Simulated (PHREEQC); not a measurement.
Dissolve 0.0014 mol CuSO4, 0.0078 mol H2SO4 and 0.0035 mol H3BO3 per kg of water at 25 °C. Closed to the air; pH follows from the charge balance.

Equilibrium calculation in PHREEQC: ion-association model, phreeqc.dat.

Each row changes one thing in this solution. This is a speciation only: nothing precipitates in the calculation.

| case | pH | ionic strength (mol/kgw) | SO4-2 (mol/kgw) | HSO4- (mol/kgw) | H2BO3- (mol/kgw) |
|---|---|---|---|---|---|
| as made | 1.97 | 0.0203 | 0.00522 | 0.00361 | 2.18e-10 |
| CuSO4 left out | 1.96 | 0.0168 | 0.00449 | 0.00331 | 2.09e-10 |
| 0.00047 mol/kgw Na2SO4 added | 1.98 | 0.0214 | ___ | 0.00374 | 2.22e-10 |
| temperature from 25 to 70 °C | 2.06 | 0.0164 | 0.00321 | 0.00568 | 5.38e-10 |
| H3BO3 from 0.0035 to 0.0175 mol/kgw | 1.97 | 0.0203 | 0.00522 | 0.00361 | 1.09e-9 |
| H3BO3 replaced by Cu(BF4)2 at the same molality | 1.99 | 0.0278 | 0.00497 | 0.00310 | 8.93e-11 |
| CuSO4 from 0.0014 to 0.014 mol/kgw | 2.06 | 0.0492 | 0.0115 | 0.00547 | 2.86e-10 |
| diluted 100-fold with water | ___ | 0.000287 | 9.05e-5 | 1.26e-6 | 1.35e-10 |

What belongs in the gaps?


- 0.00047 mol/kgw Na2SO4 added, SO4-2 (mol/kgw): 0.00553
- diluted 100-fold with water, pH: 3.82

Species that the database lacks are ignored. Away from 25 °C the constants follow the database's enthalpies or fits; those with neither stay at their 25 °C values.
